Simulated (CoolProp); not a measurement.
Acetone along the isobar 44 bar: Z from the reference equation and from simpler models built on Tc = 508.1 K, pc = 46.92 bar, ω = 0.307; each cubic takes its own stable root.

Values from CoolProp's reference Helmholtz-energy equation of state, Lemmon 2006. It is a short technical equation, of lower accuracy than the large ones.

```csv
T (K),phase,reference
201.7,liquid,0.1711
207.4,liquid,0.1676
213.1,liquid,0.1642
218.7,liquid,0.1610
224.4,liquid,0.1580
230,liquid,0.1552
235.7,liquid,0.1525
241.3,liquid,0.1500
247,liquid,0.1476
252.6,liquid,0.1453
258.3,liquid,0.1431
263.9,liquid,0.1411
269.6,liquid,0.1391
```

How far does each simpler model (van der Waals, Redlich-Kwong, Soave-Redlich-Kwong, Peng-Robinson) lie from the reference over these 13 states: mean and median of the absolute difference, and the worst?


- van der Waals: mean 96.2 %, median 96.1 %, worst +98.2 % at 201.7 K and 44 bar
- Redlich-Kwong: mean 32.7 %, median 32.7 %, worst +33.6 % at 201.7 K and 44 bar
- Soave-Redlich-Kwong: mean 29.9 %, median 29.8 %, worst +31.6 % at 201.7 K and 44 bar
- Peng-Robinson: mean 15.7 %, median 15.7 %, worst +17.4 % at 201.7 K and 44 bar
